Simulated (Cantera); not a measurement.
## Hydrocarbon pyrolysis for carbon deposition

An isothermal, constant-pressure homogeneous reactor starts with 2.94 % C2H6, 97.1 % N2, at 1250 K and 3.38 Torr.

Detailed kinetics in Cantera: GRI-Mech 3.0 (53 species, 325 reactions). GRI-Mech 3.0 stops at C3 and has no aromatics, soot or wall deposition, so with more carbon than oxygen in the feed, carbon stays in small species such as C2H2 where larger ones or solid carbon would form. Radical loss at walls, strong at low pressure, is not modelled.

| t (s) | x C2H6 | x H2 | x CH2 | x H | x CH4 | x C2H4 | x C2H2 |
|---|---|---|---|---|---|---|---|
| 9.00e-6 | 0.0294 | <1e-12 | <1e-12 | 1.15e-11 | 1.48e-11 | <1e-12 | <1e-12 |
| 3.13e-5 | 0.0294 | 3.41e-12 | <1e-12 | 4.03e-11 | 1.80e-10 | 2.99e-12 | <1e-12 |
| 0.000109 | 0.0294 | 4.86e-11 | <1e-12 | 1.95e-10 | 2.18e-9 | 1.01e-10 | <1e-12 |
| 0.000380 | 0.0294 | 1.68e-9 | 1.28e-12 | 2.64e-9 | 2.64e-8 | 3.80e-9 | <1e-12 |
| 0.00132 | 0.0294 | 1.03e-7 | 4.88e-11 | 4.65e-8 | 3.17e-7 | 1.47e-7 | <1e-12 |
| 0.00461 | 0.0294 | 5.19e-6 | 1.52e-9 | 6.34e-7 | 3.72e-6 | 5.80e-6 | 1.16e-10 |
| 0.0161 | 0.0291 | 0.000185 | 2.73e-8 | 5.41e-6 | 4.10e-5 | 0.000194 | 1.14e-7 |
| 0.0560 | 0.0264 | 0.00226 | 1.43e-7 | 1.36e-5 | 0.000440 | 0.00241 | 2.13e-5 |
| 0.195 | 0.0151 | 0.0113 | 1.91e-7 | 2.14e-5 | 0.00300 | 0.0114 | 0.000718 |
| 0.679 | 0.00147 | 0.0257 | 5.45e-8 | 2.24e-5 | 0.00740 | 0.0171 | 0.00615 |
| 2.37 | 4.36e-5 | 0.0331 | 2.29e-9 | 5.72e-6 | 0.00780 | 0.0118 | 0.0126 |
| 8.24 | 2.03e-6 | 0.0368 | 1.46e-10 | 1.57e-6 | 0.00778 | 0.00792 | 0.0164 |
| 28.7 | 2.30e-7 | 0.0397 | 1.88e-11 | 6.01e-7 | 0.00776 | 0.00497 | 0.0193 |
| 100 | 1.42e-7 | 0.0427 | 1.38e-11 | 5.52e-7 | 0.00773 | 0.00174 | 0.0224 |
x: mole fraction; the columns are a selection and need not sum to one.

Equilibrium at this temperature and pressure: C2H6 2.96e-10, H2 0.0554, CH2 1.29e-12, H 1.71e-6, CH4 0.000126, C2H4 1.39e-5, C2H2 0.00984 (gas phase only).
